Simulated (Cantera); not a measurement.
**Hydrogen reduction and annealing atmospheres: ZrO₂ + H₂**

Feed: 1 mol ZrO₂, 7.2 mol H₂, held at 1 atm.

These are equilibrium values from Cantera (NASA tables, ideal gas, pure condensed phases), not measurements of a reactor. Candidate condensed phases: H₂O, Zr, ZrO₂; 12 gas species. Equilibrium is a limit: real reactors are often held back by kinetics, nucleation or transport.

From 1250 K to 1475 K the condensed part is ZrO₂(monoclinic). From 1550 K to 1925 K the condensed part is ZrO₂(tetragonal).

```csv
T (K),x H₂,x H,x H₂O,x ZrO,n ZrO₂(monoclinic),n ZrO₂(tetragonal)
1250,1.00,4.80e-7,2.82e-11,<1e-12,1.00,0
1325,1.000,1.62e-6,1.41e-10,<1e-12,1.00,0
1400,1.000,4.83e-6,5.95e-10,<1e-12,1.00,0
1475,1.000,1.29e-5,2.16e-9,<1e-12,1.00,0
1550,1.000,3.13e-5,6.80e-9,1.08e-12,0,1.00
1625,1.000,7.01e-5,1.92e-8,9.93e-12,0,1.00
1700,1.000,0.000146,4.96e-8,7.46e-11,0,1.00
1775,1.000,0.000287,1.18e-7,4.71e-10,0,1.00
1850,0.999,0.000535,2.61e-7,2.56e-9,0,1.000
1925,0.999,0.000949,5.43e-7,1.21e-8,0,1.000
```
x: gas mole fraction; n: condensed amount in mol.
